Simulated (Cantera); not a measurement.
An adiabatic, constant-pressure homogeneous reactor starts with 24.4 % CO, 8.30 % H₂, 2.10 % CH₄, 13.7 % O₂, 51.5 % N₂, equivalence ratio 1.5, at 1148 K and 56000 Pa.

Cantera simulation using GRI-Mech 3.0 (53 species, 325 reactions); the numbers are that mechanism's predictions, not measurements.

Predict: time of steepest temperature rise; temperature at 4.00 s; equilibrium temperature; x(CO) at 4.00 s; x(H₂) at 4.00 s; x(CO₂) at 4.00 s; x(O₂) at 4.00 s.


| Item | Value |
|---|---|
| time of steepest temperature rise | 0.303 ms |
| temperature at 4.00 s | 2648 K |
| equilibrium temperature | 2648 K |
| x(CO) at 4.00 s | 0.154 (gas-phase equilibrium 0.154) |
| x(H₂) at 4.00 s | 0.0189 (gas-phase equilibrium 0.0189) |
| x(CO₂) at 4.00 s | 0.131 (gas-phase equilibrium 0.131) |
| x(O₂) at 4.00 s | 0.00780 (gas-phase equilibrium 0.00780) |
